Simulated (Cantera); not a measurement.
Ammonia decomposition in nitride growth gas

A perfectly stirred reactor is fed with 32.6 % NH₃, 67.4 % H₂, at 20.3 Torr; it is held at 1775 K, and followed from long to short residence time.

Detailed kinetics in Cantera: the gas-phase N/H chemistry of the illustrative SiF4/NH3 mechanism in the Surface Chemkin manual (1991). Walls and surfaces, which speed up NH3 decomposition in real reactors, are not modelled.

| τ (s) | x NH₃ | x H₂ | x H | x N | x N₂ |
|---|---|---|---|---|---|
| 0.66 | 0.307 | 0.686 | 0.000185 | 1.70e-7 | 0.00710 |
| 0.24 | 0.319 | 0.678 | 0.000175 | 1.55e-7 | 0.00250 |
| 0.089 | 0.324 | 0.675 | 0.000160 | 1.22e-7 | 0.000760 |
| 0.032 | 0.325 | 0.674 | 0.000121 | 5.46e-8 | 0.000138 |
| 0.012 | 0.326 | 0.674 | 6.03e-5 | 6.93e-9 | 9.66e-6 |
| 0.0043 | 0.326 | 0.674 | 2.22e-5 | 3.53e-10 | 3.70e-7 |
| 0.0016 | 0.326 | 0.674 | 8.29e-6 | 1.82e-11 | 1.62e-8 |
x: mole fraction; the columns are a selection and need not sum to one.
